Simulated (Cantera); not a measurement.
Input: 1 mol Ti(OiPr)₄, 0.9 mol C₃H₈, 2.6 mol H₂, at 1998 K and 0.0100 bar.

Method: chemical equilibrium by Gibbs-energy minimisation in Cantera with the NASA 1993 tables (ideal gas, pure condensed phases). Candidate condensed phases: C, C₆H₆, C₇H₈, C₈H₁₈, H₂O, Ti, TiC, TiO, TiO₂, Ti₂O₃, Ti₃O₅, Ti₄O₇; 113 gas species. The feed counts by its element totals alone. TiC: taken at fixed stoichiometry. Rates play no part.

### Question
What is the equilibrium state?

### Answer
| Property | Value |
|---|---|
| x(H₂) | 0.821 |
| x(CO) | 0.164 |
| x(H) | 0.0145 |
| x(C₂H₂ (acetylene)) | 0.000622 |
| x(CH₄) | 2.87e-6 |
| x(CH₃) | 1.01e-6 |
| n(C(graphite)) | 9.67 mol |
| n(TiC(s)) | 1.000 mol |
| gas amount | 24.38 mol |
| log10 activity of Ti(l) (absent) | -4.12 |
| log10 activity of Ti₂O₃(s) (absent) | -13.19 |
| log10 activity of Ti₃O₅(s) (absent) | -21.91 |
